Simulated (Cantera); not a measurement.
What does this Cantera script print?

```python
import numpy as np
import cantera as ct

gas = ct.Solution("gri30.yaml")


def delay(T, t_max=10):
    gas.TPX = T, 1000000, {'CH4': 1, 'O2': 2.17, 'N2': 12.4}
    reactor = ct.IdealGasReactor(gas, clone=False)
    net = ct.ReactorNet([reactor])
    net.rtol, net.atol = 1e-8, 1e-16
    while net.time < t_max:
        t_old, T_old = net.time, reactor.T
        net.step()
        if reactor.T > T + 400:  # ignition: a rise of 400 K
            return t_old + (T + 400 - T_old) / (reactor.T - T_old) * (net.time - t_old)
    return np.nan


taus = []
for T in [1300, 1350, 1400, 1450, 1500, 1550, 1600, 1650]:
    taus.append(delay(T))
    print(f"T0 = {T:6g} K   tau = {taus[-1]:.4e} s")
```

Result:

```
T0 =   1300 K   tau = 1.9957e-03 s
T0 =   1350 K   tau = 1.1553e-03 s
T0 =   1400 K   tau = 6.8275e-04 s
T0 =   1450 K   tau = 4.1103e-04 s
T0 =   1500 K   tau = 2.5177e-04 s
T0 =   1550 K   tau = 1.5692e-04 s
T0 =   1600 K   tau = 9.9608e-05 s
T0 =   1650 K   tau = 6.4510e-05 s
```

Computed with Cantera and GRI-Mech 3.0 (53 species, 325 reactions).
